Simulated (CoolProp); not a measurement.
Properties of carbonyl sulfide along the isobar 5.73 MPa.

Computed with CoolProp (reference Helmholtz-energy equation of state, Lemmon 2006). It is a short technical equation, of lower accuracy than the large ones.

```
T (°C)   phase  density (kg/m³)  cv (kJ/(kg K))  Joule-Thomson coefficient (K/MPa)  expansivity (1/kK)  fugacity coefficient
------  ------  ---------------  --------------  ---------------------------------  ------------------  --------------------
-93.85  liquid             1270          0.7376                            -0.4926          (withheld)              0.001578
-66.85  liquid             1217          0.7151                            -0.4684               1.643              0.008821
-39.85  liquid             1161          0.7055                            -0.4202               1.817               0.03112
-12.75  liquid             1102          0.7032                            -0.3410               2.079               0.08078
14.25   liquid             1036          0.7054                            -0.2135               2.491                0.1679
41.25   liquid            960.5          0.7115                           0.008488               3.217                0.2970
68.25   liquid            864.5          0.7242                             0.4741               4.858                0.4640
95.35   liquid       (withheld)          0.7741                         (withheld)               15.70                0.6540
122.35     gas            160.0          0.7236                              11.99               9.724                0.7433
```

### Question
Complete the blanks.

### Answer

- -93.85, expansivity (1/kK): 1.528
- 95.35, density (kg/m³): 699.2
- 95.35, Joule-Thomson coefficient (K/MPa): 2.397
